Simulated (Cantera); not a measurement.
## Reactions in the system Ba-N-O

Standard-state values (1 bar) from the NASA 1993 polynomials, evaluated with Cantera. Values are per mole of reaction as written; species without (g) are pure solids or liquids, kept so even where they would boil at 1 bar.

N(g) + BaO = NO(g) + Ba

| T (K) | ΔH° (kJ) | ΔS° (J/K) | ΔG° (kJ) | log10 K | condensed phases |
|---|---|---|---|---|---|
| 1900 | 163.5 | 41.0 | 85.5 | -2.35 | BaO(s), Ba(l) |
| 2050 | 162.2 | 40.4 | 79.4 | -2.02 | BaO(s), Ba(l) |
| 2200 | 160.9 | 39.8 | 73.4 | -1.74 | BaO(s), Ba(l) |
| 2350 | 100.8 | 13.5 | 69.1 | -1.54 | BaO(l), Ba(l) |
| 2500 | 99.2 | 12.8 | 67.1 | -1.40 | BaO(l), Ba(l) |
| 2650 | 97.7 | 12.2 | 65.2 | -1.29 | BaO(l), Ba(l) |
